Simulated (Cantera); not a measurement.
A closed system holds: 1 mol CS₂, 4.7 mol H₂, 10 mol N₂, equilibrated at 23.0 bar.

Equilibrium computed with Cantera from the NASA thermochemical tables; the gas is ideal and each condensed phase is pure. Candidate condensed phases: C, C₆H₆, C₇H₈, C₈H₁₈, S; 100 gas species. Rates play no part.

Q: What share of the C ends up in condensed phases as a function of T (K), at 1973, 2073, 2173, 2273, 2373, 2473, 2573, 2673?

A: 
```json
[
 {"T (K)": "1973", "C condensed (%)": "46.1", "as": "C(graphite)"},
 {"T (K)": "2073", "C condensed (%)": "35.1", "as": "C(graphite)"},
 {"T (K)": "2173", "C condensed (%)": "22.4", "as": "C(graphite)"},
 {"T (K)": "2273", "C condensed (%)": "7.1", "as": "C(graphite)"},
 {"T (K)": "2373", "C condensed (%)": "0.0", "as": "-"},
 {"T (K)": "2473", "C condensed (%)": "0.0", "as": "-"},
 {"T (K)": "2573", "C condensed (%)": "0.0", "as": "-"},
 {"T (K)": "2673", "C condensed (%)": "0.0", "as": "-"}
]
```
